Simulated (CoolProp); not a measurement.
Vapour-liquid equilibrium of hydrogen sulfide (1) + isobutane (2) at -25.05 °C; x and y are mole fractions of (1).

The numbers come from the multi-fluid Helmholtz-energy mixture model, Lemmon 2006 and Bücker 2006; pair parameters Kunz 2012 in CoolProp.

```tsv
x	bubble pressure, mixture model (kPa)	bubble pressure, Raoult's law (kPa)	y, mixture model	y, Raoult's law
0.05	96.29	78.24	0.416	0.292
0.125	152.1	108.2	0.652	0.528
0.2	203.0	138.1	0.755	0.662
0.275	246.8	168.0	0.811	0.748
0.35	283.0	197.9	0.846	0.809
0.425	312.2	227.8	0.869	0.853
0.5	335.8	257.7	0.886	0.887
0.575	355.4	287.7	0.900	0.914
0.65	372.7	317.6	0.913	0.936
0.725	389.2	347.5	0.925	0.954
0.8	405.9	377.4	0.940	0.969
0.875	423.8	407.3	0.958	0.982
0.95	443.3	437.2	0.981	0.993
```

The largest gap from Raoult's law is +47.0 % in bubble pressure, at x = 0.2. No azeotrope shows between x = 0.05 and 0.95.

Pair parameters are fitted to limited data, so mixtures are less certain than the pure fluids.
